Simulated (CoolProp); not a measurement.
Vapour-liquid equilibrium of cyclopropane (1) + R134a (2) at 59.35 °C; x and y are mole fractions of (1).

Values from CoolProp's multi-fluid Helmholtz-energy mixture model, Polt 1992 and Tillner-Roth 1994; pair parameters Bell 2016. This equation is an older, rougher fit; its heat capacities, sound speeds and derivatives of the liquid may be far off and weren't checked against measurements.

```
x     bubble pressure (bar)  y at the bubble point  dew pressure at overall composition x (bar)  liquid density (mol/L)
----  ---------------------  ---------------------  -------------------------------------------  ----------------------
0.05                  17.59                  0.085                                        17.16                   10.37
0.2                   19.89                  0.274                                        19.00                   10.45
0.35                  21.17                  0.405                                        20.70                   10.64
0.5                   21.63                  0.508                                        21.62                   10.97
0.65                  21.39                  0.605                                        21.04                   11.49
0.8                   20.33                  0.718                                        19.28                   12.18
0.95                  17.90                  0.901                                        17.24                   13.01
```

y crosses x between x = 0.5 and 0.65: the model has an azeotrope there.

The pair parameters rest on a limited set of measurements; away from them the model extrapolates.
